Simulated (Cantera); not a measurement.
Charge: 1 mol SiCl₄, 1.9 mol Cl₂, 5.3 mol H₂, held at 623 K and 9000 Torr.

Method: chemical equilibrium by Gibbs-energy minimisation in Cantera with the NASA 1993 tables (ideal gas, pure condensed phases). Candidate condensed phases: Si; 19 gas species. Equilibrium is a limit: real reactors are often held back by kinetics, nucleation or transport.

Base state: HCl 0.463, H₂ 0.415, SiCl₄ 0.122 (mole fractions); condensed: gas only.

Task: What changes in the equilibrium state with this change: temperature from 623 K to 1523.15 K?

Result: 
```tsv
species	before	after
HCl	0.463	0.480
H₂	0.415	0.399
SiCl₄	0.122	0.104
SiCl₃	<1e-9	0.00617
SiCl₂	<1e-9	0.00109
SiH₂Cl₂	<1e-9	0.000146
SiHCl₃	5.05e-6	0.00973
```
The tables' values for SiCl₃ are old estimates; treat these amounts as uncertain.

Task: What changes in the equilibrium state with this change: Cl₂ from 1.9 to 1.1 mol?

Result: 
| species | before | after |
|---|---|---|
| H₂ | 0.415 | 0.568 |
| HCl | 0.463 | 0.297 |
| SiCl₄ | 0.122 | 0.135 |
| SiHCl₃ | 5.05e-6 | 1.19e-5 |
